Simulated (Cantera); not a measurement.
Hydrogen reduction and annealing atmospheres: Cu2O + H2

Input: 1 mol Cu2O, 800 mol H2, held at 10.0 mbar.

Equilibrium computed with Cantera from the NASA thermochemical tables; the gas is ideal and each condensed phase is pure. Candidate condensed phases: Cu, CuO, Cu(OH)2, Cu2O, H2O; 12 gas species. Rates play no part.

```json
[
 {"T (K)": "725", "x H2": "0.999", "x Cu": "<1e-12", "x H": "<1e-12", "x H2O": "0.00125", "x Cu2": "<1e-12", "x OH": "<1e-12", "n Cu(s)": "2.00", "n Cu(l)": "0"},
 {"T (K)": "800", "x H2": "0.999", "x Cu": "<1e-12", "x H": "2.89e-11", "x H2O": "0.00125", "x Cu2": "<1e-12", "x OH": "<1e-12", "n Cu(s)": "2.00", "n Cu(l)": "0"},
 {"T (K)": "875", "x H2": "0.999", "x Cu": "5.03e-12", "x H": "5.01e-10", "x H2O": "0.00125", "x Cu2": "<1e-12", "x OH": "<1e-12", "n Cu(s)": "2.00", "n Cu(l)": "0"},
 {"T (K)": "950", "x H2": "0.999", "x Cu": "1.89e-10", "x H": "5.56e-9", "x H2O": "0.00125", "x Cu2": "<1e-12", "x OH": "<1e-12", "n Cu(s)": "2.00", "n Cu(l)": "0"},
 {"T (K)": "1025", "x H2": "0.999", "x Cu": "4.15e-9", "x H": "4.35e-8", "x H2O": "0.00125", "x Cu2": "<1e-12", "x OH": "<1e-12", "n Cu(s)": "2.00", "n Cu(l)": "0"},
 {"T (K)": "1100", "x H2": "0.999", "x Cu": "5.95e-8", "x H": "2.58e-7", "x H2O": "0.00125", "x Cu2": "<1e-12", "x OH": "1.44e-12", "n Cu(s)": "2.00", "n Cu(l)": "0"},
 {"T (K)": "1175", "x H2": "0.999", "x Cu": "6.05e-7", "x H": "1.23e-6", "x H2O": "0.00125", "x Cu2": "1.28e-11", "x OH": "1.07e-11", "n Cu(s)": "2.00", "n Cu(l)": "0"},
 {"T (K)": "1250", "x H2": "0.999", "x Cu": "4.64e-6", "x H": "4.83e-6", "x H2O": "0.00125", "x Cu2": "2.29e-10", "x OH": "6.24e-11", "n Cu(s)": "2.00", "n Cu(l)": "0"},
 {"T (K)": "1325", "x H2": "0.999", "x Cu": "2.81e-5", "x H": "1.63e-5", "x H2O": "0.00125", "x Cu2": "2.93e-9", "x OH": "2.98e-10", "n Cu(s)": "1.98", "n Cu(l)": "0"},
 {"T (K)": "1400", "x H2": "0.999", "x Cu": "0.000135", "x H": "4.86e-5", "x H2O": "0.00125", "x Cu2": "2.63e-8", "x OH": "1.21e-9", "n Cu(s)": "0", "n Cu(l)": "1.89"},
 {"T (K)": "1475", "x H2": "0.998", "x Cu": "0.000536", "x H": "0.000130", "x H2O": "0.00125", "x Cu2": "1.78e-7", "x OH": "4.25e-9", "n Cu(s)": "0", "n Cu(l)": "1.57"},
 {"T (K)": "1550", "x H2": "0.997", "x Cu": "0.00186", "x H": "0.000314", "x H2O": "0.00125", "x Cu2": "9.94e-7", "x OH": "1.32e-8", "n Cu(s)": "0", "n Cu(l)": "0.510"},
 {"T (K)": "1625", "x H2": "0.996", "x Cu": "0.00249", "x H": "0.000704", "x H2O": "0.00125", "x Cu2": "8.92e-7", "x OH": "3.71e-8", "n Cu(s)": "0", "n Cu(l)": "0"},
 {"T (K)": "1700", "x H2": "0.995", "x Cu": "0.00249", "x H": "0.00147", "x H2O": "0.00125", "x Cu2": "4.73e-7", "x OH": "9.51e-8", "n Cu(s)": "0", "n Cu(l)": "0"}
]
```
x: gas mole fraction; n: condensed amount in mol.

From 725 K to 1325 K the condensed part is Cu(s). From 1400 K to 1550 K the condensed part is Cu(l). From 1625 K to 1700 K nothing is condensed.
